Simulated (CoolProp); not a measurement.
Dodecamethylcyclohexasiloxane (D6) at several states: density (kg/m³) from the reference equation and from simpler models built on Tc = 372.6 °C, pc = 0.9614 MPa, ω = 0.736; each cubic takes its own stable root.

Computed with CoolProp (reference Helmholtz-energy equation of state, Colonna 2008). It is a short technical equation, of lower accuracy than the large ones.

```
T (°C)  p (MPa)   phase  reference  van der Waals  Redlich-Kwong  Soave-Redlich-Kwong  Peng-Robinson
------  -------  ------  ---------  -------------  -------------  -------------------  -------------
96.15      1.04  liquid      893.1          510.4          746.5                801.6          899.8
182.35     1.33  liquid        [?]          473.2            [?]                737.6          830.6
336.25   0.0251     gas      2.234          2.224          2.228                2.229          2.232
217.65     4.73  liquid        [?]          495.5            [?]                729.0            [?]
184.95     1.92  liquid      796.8          480.0            [?]                  [?]          831.8
```

Question: Fill in the missing entries.

Answer: 
- 182.35, reference: 796.4
- 182.35, Redlich-Kwong: 674.8
- 217.65, reference: 776.1
- 217.65, Redlich-Kwong: 685.7
- 217.65, Peng-Robinson: 818.5
- 184.95, Redlich-Kwong: 680.1
- 184.95, Soave-Redlich-Kwong: 739.1
